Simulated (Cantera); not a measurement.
# Equilibrium for abatement and gas-phase synthesis: S + H₂O

Charge: 1 mol S, 5.1 mol H₂O, at 91.0 bar.

Method: chemical equilibrium by Gibbs-energy minimisation in Cantera with the NASA 1993 tables (ideal gas, pure condensed phases). Candidate condensed phases: H₂O, H₂SO₄, S; 19 gas species. The ideal-gas law is rough above about 30 bar. Equilibrium is a limit: real reactors are often held back by kinetics, nucleation or transport.

From 1425 °C to 2625 °C nothing is condensed.

```
T (°C)  log p H₂O  log p H₂  log p SO₂  log p H₂S  log p SO  log p S₂  log p SH
------  ---------  --------  ---------  ---------  --------  --------  --------
1425         1.86      0.53       0.71       0.85     -1.15      0.27     -1.09
1575         1.86      0.69       0.74       0.80     -0.83      0.29     -0.82
1725         1.85      0.81       0.77       0.74     -0.56      0.30     -0.59
1875         1.84      0.92       0.80       0.67     -0.32      0.29     -0.41
2025         1.83      1.00       0.82       0.60     -0.12      0.26     -0.26
2175         1.81      1.07       0.84       0.52      0.04      0.22     -0.15
2325         1.80      1.12       0.86       0.43      0.19      0.16     -0.06
2475         1.79      1.16       0.87       0.33      0.31      0.09      0.00
2625         1.78      1.19       0.88       0.24      0.41      0.00      0.05
```
log p: log10 of the partial pressure in bar; nothing condenses.
